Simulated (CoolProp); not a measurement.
Vapour-liquid equilibrium of o-xylene (1) + n-undecane (2) at 0.0394 MPa; x and y are mole fractions of (1).

Computed with CoolProp (multi-fluid Helmholtz-energy mixture model, Zhou 2012 and Aleksandrov 2011; pair parameters Bell 2016).

| x | bubble temperature (°C) | y at the bubble point | dew temperature at overall composition x (°C) | liquid density (mol/L) |
|---|---|---|---|---|
| 0.05 | 156.6 | 0.159 | 159.5 | ___ |
| 0.2 | 145.4 | 0.498 | ___ | ___ |
| 0.35 | 136.2 | 0.699 | 150.8 | 4.950 |
| 0.5 | 128.8 | 0.822 | 145.3 | 5.418 |
| 0.65 | ___ | 0.900 | 138.8 | 5.948 |
| 0.8 | 117.6 | 0.953 | ___ | 6.558 |
| 0.95 | 113.3 | ___ | ___ | 7.271 |

### Question
Fill in the missing entries.

### Answer

- 0.05, liquid density (mol/L): 4.150
- 0.2, dew temperature at overall composition x (°C): 155.4
- 0.2, liquid density (mol/L): 4.531
- 0.65, bubble temperature (°C): 122.7
- 0.8, dew temperature at overall composition x (°C): 130.3
- 0.95, y at the bubble point: 0.990
- 0.95, dew temperature at overall composition x (°C): 117.9

No azeotrope shows between x = 0.05 and 0.95.

The pair parameters rest on a limited set of measurements; away from them the model extrapolates.
